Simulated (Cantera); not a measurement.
**Thermodynamics of silicon nitride deposition, feed Si2Cl6 + NH3 + N2 + HF**

Input: 1 mol Si2Cl6, 5.9 mol NH3, 8.1 mol N2, 0.00025 mol HF, at 0.190 bar.

Equilibrium computed with Cantera from the NASA thermochemical tables; the gas is ideal and each condensed phase is pure. Candidate condensed phases: NH4Cl, Si, Si3N4; 49 gas species. The feed counts by its element totals alone. The tables' values for SiCl3, SiCl are old estimates; treat these amounts as uncertain. Rates play no part.

| T (K) | x N2 | x H2 | x HCl | x SiCl2 | x SiCl4 | x SiCl3 | x H | x SiHCl3 | n Si3N4(s) |
|---|---|---|---|---|---|---|---|---|---|
| 973 | 0.460 | 0.295 | 0.234 | 4.26e-8 | 0.0112 | 4.08e-6 | 1.35e-9 | 7.94e-5 | 0.586 |
| 1073 | 0.458 | 0.290 | 0.242 | 9.86e-7 | 0.00907 | 2.36e-5 | 1.73e-8 | 0.000133 | 0.600 |
| 1173 | 0.457 | 0.287 | 0.248 | 1.31e-5 | 0.00749 | 9.97e-5 | 1.45e-7 | 0.000202 | 0.611 |
| 1273 | 0.456 | 0.285 | 0.252 | 0.000114 | 0.00624 | 0.000329 | 8.74e-7 | 0.000282 | 0.617 |
| 1373 | 0.456 | 0.284 | 0.253 | 0.000698 | 0.00514 | 0.000881 | 4.07e-6 | 0.000366 | 0.616 |
| 1473 | 0.456 | 0.285 | 0.249 | 0.00318 | 0.00396 | 0.00192 | 1.55e-5 | 0.000426 | 0.598 |
| 1573 | 0.459 | 0.290 | 0.234 | 0.0106 | 0.00254 | 0.00320 | 5.03e-5 | 0.000417 | 0.545 |
| 1673 | 0.463 | 0.300 | 0.205 | 0.0254 | 0.00120 | 0.00383 | 0.000143 | 0.000316 | 0.441 |
| 1773 | 0.469 | 0.314 | 0.167 | 0.0452 | 0.000419 | 0.00334 | 0.000366 | 0.000185 | 0.302 |
| 1873 | 0.475 | 0.327 | 0.129 | 0.0645 | 0.000121 | 0.00235 | 0.000847 | 9.15e-5 | 0.161 |
x: gas mole fraction; n: condensed amount in mol.

From 973 K to 1873 K the condensed part is Si3N4(s). The main Si-bearing gas is SiCl4 at 973 K and SiCl2 at 1873 K. The share of Si in condensed phases is highest at 1273 K (92.5 %) and lowest at 1873 K (24.2 %).
